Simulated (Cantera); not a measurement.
**Ammonia decomposition in nitride growth gas**

An isothermal, constant-pressure homogeneous reactor starts with 22.2 % NH3, 77.8 % H2, at 1600 K and 120 Torr.

Detailed kinetics in Cantera: the gas-phase N/H chemistry of the illustrative SiF4/NH3 mechanism in the Surface Chemkin manual (1991). Walls and surfaces, which speed up NH3 decomposition in real reactors, are not modelled.

| t (s) | x NH3 | x H2 | x N2 | x NH | x NH2 |
|---|---|---|---|---|---|
| 9.00e-6 | 0.222 | 0.778 | <1e-12 | <1e-12 | 1.20e-8 |
| 3.93e-5 | 0.222 | 0.778 | <1e-12 | <1e-12 | 5.13e-8 |
| 0.000172 | 0.222 | 0.778 | <1e-12 | 6.68e-12 | 2.23e-7 |
| 0.000751 | 0.222 | 0.778 | 8.02e-11 | 1.32e-10 | 9.72e-7 |
| 0.00328 | 0.222 | 0.778 | 1.12e-8 | 2.52e-9 | 4.24e-6 |
| 0.0144 | 0.222 | 0.778 | 1.15e-6 | 4.52e-8 | 1.80e-5 |
| 0.0627 | 0.222 | 0.778 | 5.81e-5 | 2.43e-7 | 4.17e-5 |
| 0.274 | 0.221 | 0.778 | 0.000440 | 2.52e-7 | 4.24e-5 |
| 1.20 | 0.217 | 0.781 | 0.00209 | 2.50e-7 | 4.19e-5 |
| 5.24 | 0.201 | 0.790 | 0.00877 | 2.41e-7 | 3.95e-5 |
| 22.9 | 0.147 | 0.822 | 0.0306 | 2.08e-7 | 3.14e-5 |
| 100 | 0.0572 | 0.875 | 0.0675 | 1.21e-7 | 1.49e-5 |
x: mole fraction; the columns are a selection and need not sum to one.

Equilibrium at this temperature and pressure: NH3 1.93e-6, H2 0.909, N2 0.0909, NH 7.03e-12, NH2 6.58e-10 (gas phase only).
